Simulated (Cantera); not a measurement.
A Cantera script and its output.

```python
import numpy as np
import cantera as ct

gas = ct.Solution("gri30.yaml")
gas.TPX = 1125, 100000, {'CO': 0.0046, 'O2': 0.014, 'H2O': 0.00012, 'N2': 1}
reactor = ct.IdealGasConstPressureReactor(gas, energy="off", clone=False)
net = ct.ReactorNet([reactor])
net.rtol, net.atol = 1e-08, 1e-18
show = ['CO', 'O2', 'H2O', 'H2', 'OH']
times = np.geomspace(0.0006, 40, 15)

steps = ct.SolutionArray(gas, extra=["t"])
rows = []
print(f"{'t/s':>10s}{'T/K':>9s}{'P/Pa':>11s}" + "".join(f"{s:>11s}" for s in show))
for t in times:
    while net.time < t:
        t_next = net.step()
        steps.append(gas.state, t=t_next)
    rows.append([np.interp(t, steps.t, y) for y in (steps.T, steps.P, *steps(*show).X.T)])
    print(f"{t:10.3e}{rows[-1][0]:9.1f}{rows[-1][1]:11.4g}" + "".join(f"{x:11.3e}" for x in rows[-1][2:]))
rate = np.gradient(steps.T, steps.t)
print("integrator steps:", len(steps.t))
if steps.T.max() > steps.T[0] + 200:
    print(f"time of steepest temperature rise: {steps.t[rate.argmax()]:.4e} s")
gas.TPX = 1125, 100000, {'CO': 0.0046, 'O2': 0.014, 'H2O': 0.00012, 'N2': 1}
gas.equilibrate("TP")
print(f"equilibrium (TP): T = {gas.T:.1f} K  " + "  ".join(f"{s} {gas[s].X[0]:.3e}" for s in show))
```

It prints:

```
       t/s      T/K       P/Pa         CO         O2        H2O         H2         OH
 6.000e-04   1125.0      1e+05  4.515e-03  1.374e-02  1.178e-04  2.106e-15  1.718e-12
 1.327e-03   1125.0      1e+05  4.515e-03  1.374e-02  1.178e-04  1.785e-14  5.599e-12
 2.933e-03   1125.0      1e+05  4.515e-03  1.374e-02  1.178e-04  1.276e-13  1.652e-11
 6.484e-03   1125.0      1e+05  4.515e-03  1.374e-02  1.178e-04  8.677e-13  5.048e-11
 1.434e-02   1125.0      1e+05  4.515e-03  1.374e-02  1.178e-04  6.712e-12  1.916e-10
 3.169e-02   1125.0      1e+05  4.515e-03  1.374e-02  1.178e-04  9.114e-11  1.364e-09
 7.007e-02   1125.0      1e+05  4.498e-03  1.373e-02  1.174e-04  5.155e-08  1.562e-07
 1.549e-01   1125.0      1e+05  2.870e-03  1.291e-02  1.146e-04  1.275e-06  2.071e-06
 3.425e-01   1125.0      1e+05  1.097e-03  1.204e-02  1.163e-04  5.465e-07  1.428e-06
 7.572e-01   1125.0      1e+05  3.036e-04  1.166e-02  1.173e-04  1.474e-07  8.288e-07
 1.674e+00   1125.0      1e+05  6.591e-05  1.154e-02  1.178e-04  2.653e-08  4.435e-07
 3.701e+00   1125.0      1e+05  1.108e-05  1.152e-02  1.179e-04  3.377e-09  2.409e-07
 8.183e+00   1125.0      1e+05  1.294e-06  1.151e-02  1.180e-04  3.796e-10  1.328e-07
 1.809e+01   1125.0      1e+05  8.952e-08  1.151e-02  1.180e-04  6.969e-11  8.032e-08
 4.000e+01   1125.0      1e+05  3.104e-09  1.151e-02  1.180e-04  2.384e-11  5.174e-08
integrator steps: 1473
equilibrium (TP): T = 1125.0 K  CO 1.126e-10  O2 1.150e-02  H2O 1.181e-04  H2 2.671e-12  OH 1.683e-08
```

Computed with Cantera and GRI-Mech 3.0 (53 species, 325 reactions).
